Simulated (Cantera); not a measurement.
Cantera run:

```python
import numpy as np
import cantera as ct

gas_names = """
    CL CL2 H HCL H2 Si SiCL SiCL2 SiCL3 SiCL4 SiH SiHCL3 SiH2 SiH2CL2 SiH3 SiH3CL SiH4 Si2 Si3
""".split()
cond_names = """
    Si(cr) Si(L)
""".split()


# ... load() reads the species with a 1 bar reference pressure and builds the phases ...
atoms = {
    'Si': {'Si': 1},
    'Cl2': {'CL': 2},
    'H2': {'H': 2},
}
top_T = {}  # K; cautious upper limits of use, not melting points


# ... equilibrate(T, P, feed) seeds the gas with the atoms and calls Mixture.equilibrate('TP', solver="vcs", rtol=1e-11, max_steps=5000) ...
results = []
feed = {'Si': 1, 'Cl2': 3.1, 'H2': 0.56}  # mol
T = 1323  # K
P = 1000  # Pa
mix = equilibrate(T, P, feed)
results.append((T, P, feed, dict(zip(mix.species_names, mix.species_moles))))
print(gas.report(threshold=0.001))
for i in range(1, mix.n_phases):
    print(f"{mix.phase(i).name:16s} {mix.phase_moles(i):12.5e} mol")
```

It prints:

```
       temperature   1323 K
          pressure   1000 Pa
           density   0.008247 kg/m^3
  mean mol. weight   90.717 kg/kmol
   phase of matter   gas

                          1 kg             1 kmol
                     ---------------   ---------------
          enthalpy       -2.3429e+06       -2.1254e+08  J
   internal energy       -2.4641e+06       -2.2354e+08  J
           entropy            4154.4        3.7687e+05  J/K
    Gibbs function       -7.8391e+06       -7.1114e+08  J
 heat capacity c_p            661.99             60054  J/K
 heat capacity c_v            570.33             51739  J/K

                      mass frac. Y      mole frac. X     chem. pot. / RT
                     ---------------   ---------------   ---------------
                CL          0.024151          0.061802           -18.162
               CL2           0.12961           0.16584           -36.324
               HCL           0.16399           0.40804           -38.927
             SiCL4           0.68223            0.3643           -114.24
     [  +15 minor]        2.3286e-05        1.5723e-05

Si(cr)            0.00000e+00 mol
```

Equilibrium computed with Cantera from the NASA thermochemical tables; the gas is ideal and each condensed phase is pure. The tables' values for SiCl3 are old estimates; treat these amounts as uncertain.
